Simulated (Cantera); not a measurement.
A Cantera script and what it prints.

```python
import numpy as np
import cantera as ct

gas_names = """
    Cr CrO CrO2 CrO3 H HO2 H2 H2O H2O2 O OH O2 O3
""".split()
cond_names = """
    Cr(cr) Cr(L) Cr2O3(s) Cr2O3(L) H2O(s) H2O(L)
""".split()


# ... load() reads the species with a 1 bar reference pressure and builds the phases ...
atoms = {
    'Cr': {'Cr': 1},
    'H2O': {'H': 2, 'O': 1},
}
top_T = {}  # K; cautious upper limits of use, not melting points


# ... equilibrate(T, P, feed) seeds the gas with the atoms and calls Mixture.equilibrate('TP', solver="vcs", rtol=1e-11, max_steps=5000) ...
results = []
feed = {'Cr': 1, 'H2O': 0.033}  # mol
T = 1700  # K
P = 4100  # Pa
mix = equilibrate(T, P, feed)
results.append((T, P, feed, dict(zip(mix.species_names, mix.species_moles))))
print(gas.report(threshold=1e-06))
for i in range(1, mix.n_phases):
    print(f"{mix.phase(i).name:16s} {mix.phase_moles(i):12.5e} mol")
```

Result:

```
       temperature   1700 K
          pressure   4100 Pa
           density   0.00061035 kg/m^3
  mean mol. weight   2.1041 kg/kmol
   phase of matter   gas

                          1 kg             1 kmol
                     ---------------   ---------------
          enthalpy        2.0117e+07        4.2329e+07  J
   internal energy        1.3399e+07        2.8194e+07  J
           entropy             99867        2.1013e+05  J/K
    Gibbs function       -1.4966e+08        -3.149e+08  J
 heat capacity c_p             15770             33182  J/K
 heat capacity c_v             11819             24868  J/K

                      mass frac. Y      mole frac. X     chem. pot. / RT
                     ---------------   ---------------   ---------------
                Cr          0.012571        0.00050873           -5.9191
                 H         0.0003477         0.0007258           -11.087
                H2           0.95313            0.9948           -22.174
               H2O          0.033921          0.003962           -52.615
     [   +9 minor]        3.0787e-05        1.0645e-06

Cr(cr)            9.78070e-01 mol
Cr2O3(s)          1.09564e-02 mol
```

Method: chemical equilibrium by Gibbs-energy minimisation in Cantera with the NASA 1993 tables (ideal gas, pure condensed phases). Mutual solubility and eutectic melting of coexisting phases are not modelled.
